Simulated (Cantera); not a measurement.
Cantera with NASA thermochemical tables; ideal gases at 1 bar, condensed phases pure. Values are per mole of reaction as written; species without (g) are pure solids or liquids, kept so even where they would boil at 1 bar.

2 CuF2(g) + O(g) = Cu2O + 2 F2(g)

```
T (K)    ΔH° (kJ)   ΔS° (J/K)    ΔG° (kJ)     log10 K
-----  ----------  ----------  ----------  ----------
300         114.0      -197.2       173.2      -30.15
423    (withheld)  (withheld)  (withheld)  (withheld)
523         116.2      -192.0       216.6      -21.63
623         117.5      -189.7       235.7      -19.76
723         119.0      -187.5       254.5      -18.39
823         120.7      -185.3       273.2      -17.34
923    (withheld)  (withheld)  (withheld)  (withheld)
1023        124.5      -181.1       309.8      -15.82
1123   (withheld)  (withheld)  (withheld)  (withheld)
1223        129.4      -176.8       345.6      -14.76
```

Task: Complete the blanks.

Result: 
- 423, ΔH° (kJ): 115.1
- 423, ΔS° (J/K): -194.3
- 423, ΔG° (kJ): 197.3
- 423, log10 K: -24.36
- 923, ΔH° (kJ): 122.5
- 923, ΔS° (J/K): -183.2
- 923, ΔG° (kJ): 291.6
- 923, log10 K: -16.50
- 1123, ΔH° (kJ): 126.8
- 1123, ΔS° (J/K): -179.0
- 1123, ΔG° (kJ): 327.8
- 1123, log10 K: -15.25
